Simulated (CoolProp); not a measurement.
C3F8 (R218) along the isotherm -0.25 °C: Z from the reference equation and from simpler models built on Tc = 71.9 °C, pc = 2640 kPa, ω = 0.317; each cubic takes its own stable root.

The numbers come from the reference Helmholtz-energy equation of state, Lemmon 2006 in CoolProp. It is a short technical equation, of lower accuracy than the large ones.

| p (kPa) | phase | reference | Redlich-Kwong | Peng-Robinson |
|---|---|---|---|---|
| 20.9 | gas | 0.9941 | 0.9948 | 0.9938 |
| 47.5 | gas | 0.9864 | 0.9880 | 0.9859 |
| 108 | gas | 0.9683 | 0.9725 | 0.9676 |
| 246 | gas | 0.9238 | 0.9353 | 0.9237 |
| 560 | liquid | 0.03184 | 0.8396 | 0.03012 |
| 1270 | liquid | 0.07190 | 0.08135 | 0.06779 |
| 2900 | liquid | 0.1627 | 0.1810 | 0.1524 |
| 6600 | liquid | 0.3636 | 0.3946 | 0.3371 |

At some of these states Redlich-Kwong gives the other phase, because its saturation line lies elsewhere.
